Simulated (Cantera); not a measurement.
A perfectly stirred reactor is fed with CH4 : H2 = 1 : 7.5 (molar parts), at 760 Torr; it is held at 1550 K, and followed from long to short residence time.

Model: GRI-Mech 3.0 (53 species, 325 reactions), integrated in Cantera. GRI-Mech 3.0 stops at C3 and has no aromatics, soot or wall deposition, so with more carbon than oxygen in the feed, carbon stays in small species such as C2H2 where larger ones or solid carbon would form.

Task: What does this change do: temperature 1550 to 2000 K?

Result: 
| quantity | before | after |
|---|---|---|
| x(CH4) at τ = 2.70 s | 0.0715 | 0.00363 |
| x(H2) at τ = 2.70 s | 0.908 | 0.944 |
| x(C2H) at τ = 2.70 s | 1.46e-9 | 1.58e-6 |
| x(C2H4) at τ = 2.70 s | 0.00289 | 0.000324 |
| x(C2H6) at τ = 2.70 s | 1.89e-5 | 1.88e-7 |
| x(CH4) at τ = 16.0 ms | 0.116 | 0.0215 |
| x(H2) at τ = 16.0 ms | 0.883 | 0.934 |
| x(C2H) at τ = 16.0 ms | 3.90e-11 | 1.29e-6 |
| x(C2H4) at τ = 16.0 ms | 0.000291 | 0.000325 |
| x(C2H6) at τ = 16.0 ms | 2.49e-5 | 4.66e-6 |
